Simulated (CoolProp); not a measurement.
Saturation properties of oxygen.

Computed with CoolProp (reference Helmholtz-energy equation of state, Schmidt 1985).

```
T (K)  p (MPa)  liquid density (kg/m³)  vapour density (kg/m³)  liquid cp (kJ/(kg K))  liquid viscosity (µPa s)  vapour viscosity (µPa s)
-----  -------  ----------------------  ----------------------  ---------------------  ------------------------  ------------------------
105.4   0.3901                    1062                   15.56                  1.770                       135                      8.17
108.3   0.4824                    1045                   19.01                  1.792                       126                      8.40
111.2   0.5897                    1028                   23.01                  1.818                       118                      8.65
114.1   0.7136                    1011                   27.64                  1.848                       111                      8.90
117     0.8553                   993.2                   32.96                  1.884                       104                      9.15
119.8    1.010                   975.2                   38.86                  1.924                      97.9                      9.41
122.7    1.192                   955.8                   45.84                  1.974                      91.7                      9.68
125.6    1.395                   935.4                   53.86                  2.034                      85.9                      9.97
128.5    1.622                   914.0                   63.07                  2.108                      80.4                      10.3
131.4    1.874                   891.4                   73.69                  2.201                      75.0                      10.6
134.3    2.153                   867.1                   85.99                  2.320                      69.9                      11.0
137.1    2.450                   841.9                   99.83                  2.472                      65.1                      11.4
140      2.788                   813.2                   116.8                  2.691                      60.2                      11.8
```

It boils at 90.2 K under 1 atm.

Viscosity comes from a separate model (Lemmon 2004).
